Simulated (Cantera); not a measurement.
A diamond (100) surface in a fixed gas of H2 with x(CH4) = 0.0027, x(H) = 0.0034, at 1200 K, 2600 Pa; coverages are run to steady state.

Model: the Harris–Goodwin 1993 mechanism for the reconstructed diamond (100) surface, integrated in Cantera.

One state of this run: growth (µm/h) = 0.145; θ c6HH = 0.445; θ c6H* = 0.0381; θ c6*H = 0.488; θ c6** = 0.0283; θ c6HM = 0.000260. θ: site fractions in the mechanism's names (c6HH fully hydrogenated, c6H* and c6*H radical sites, c6** diradical, c6HM methylated).

**Question.** Which value of x(CH3) does it belong to?
(A) 3e-05
(B) 1.3e-05
(C) 7e-05
(D) 1e-06

**Answer.** A, 3e-05
